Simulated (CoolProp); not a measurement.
Aqueous potassium formate as a coolant, at -1 °C, 1 atm.

Values from CoolProp's Melinder's fits for secondary coolants.

```
mass %  freezing point (°C)  viscosity (mPa s)  density (kg/m³)  cp (kJ/(kg K))  conductivity (W/(m K))
------  -------------------  -----------------  ---------------  --------------  ----------------------
6.6                    -3.1               2.00             1043           3.943                   0.552
10.8                   -5.4               2.07             1069           3.776                   0.546
14.9                   -7.9               2.15             1095           3.618                   0.540
19                    -10.9               2.28             1122           3.468                   0.534
23.1                  -14.2               2.44             1149           3.325                   0.528
27.2                  -18.1               2.62             1178           3.192                   0.520
31.4                  -22.8               2.81             1207           3.066                   0.512
35.5                  -28.1               3.02             1237           2.953                   0.503
39.6                  -34.3               3.27             1268           2.850                   0.493
43.7                  -41.5               3.67             1299           2.754                   0.483
47.9                  -49.8               4.48             1335           2.656                   0.471
```
